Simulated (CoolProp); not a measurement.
Aqueous ethanol as a coolant, 41 % by mass, freezing at -30.4 °C, 1 atm.

Values from CoolProp's Melinder's fits for secondary coolants.

```json
[
 {"T (°C)": "-17.3", "conductivity (W/(m K))": "0.341", "viscosity (mPa s)": "20.0", "Prandtl number": "217", "cp (kJ/(kg K))": "3.697"},
 {"T (°C)": "-10.3", "conductivity (W/(m K))": "0.344", "viscosity (mPa s)": "12.7", "Prandtl number": "139", "cp (kJ/(kg K))": "3.771"},
 {"T (°C)": "-3.4", "conductivity (W/(m K))": "0.347", "viscosity (mPa s)": "8.48", "Prandtl number": "93.8", "cp (kJ/(kg K))": "3.836"},
 {"T (°C)": "3.6", "conductivity (W/(m K))": "0.350", "viscosity (mPa s)": "5.88", "Prandtl number": "65.6", "cp (kJ/(kg K))": "3.895"},
 {"T (°C)": "10.6", "conductivity (W/(m K))": "0.353", "viscosity (mPa s)": "4.25", "Prandtl number": "47.5", "cp (kJ/(kg K))": "3.948"},
 {"T (°C)": "17.6", "conductivity (W/(m K))": "0.356", "viscosity (mPa s)": "3.17", "Prandtl number": "35.6", "cp (kJ/(kg K))": "3.995"},
 {"T (°C)": "24.5", "conductivity (W/(m K))": "0.358", "viscosity (mPa s)": "2.44", "Prandtl number": "27.4", "cp (kJ/(kg K))": "4.035"},
 {"T (°C)": "31.5", "conductivity (W/(m K))": "0.361", "viscosity (mPa s)": "1.91", "Prandtl number": "21.6", "cp (kJ/(kg K))": "4.069"},
 {"T (°C)": "38.5", "conductivity (W/(m K))": "0.364", "viscosity (mPa s)": "1.53", "Prandtl number": "17.2", "cp (kJ/(kg K))": "4.098"}
]
```
